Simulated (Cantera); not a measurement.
Feed: 1 mol CaO, 1.2 mol Cl2, 3.8 mol O2, held at 1.30 mbar.

Method: chemical equilibrium by Gibbs-energy minimisation in Cantera with the NASA 1993 tables (ideal gas, pure condensed phases). Candidate condensed phases: Ca, CaCl2, CaO; 11 gas species. Condensed phases not in the tables: oxide chlorides. The numbers say what is thermodynamically allowed, not how fast it happens.

Problem. At 1100 K, list the 5 most abundant gas species with their mole fractions, and the condensed phases.

Solution. O2 0.951, Cl2 0.0400, Cl 0.00841, CaCl2 0.000427, ClO 1.43e-5. Condensed: CaCl2(l).
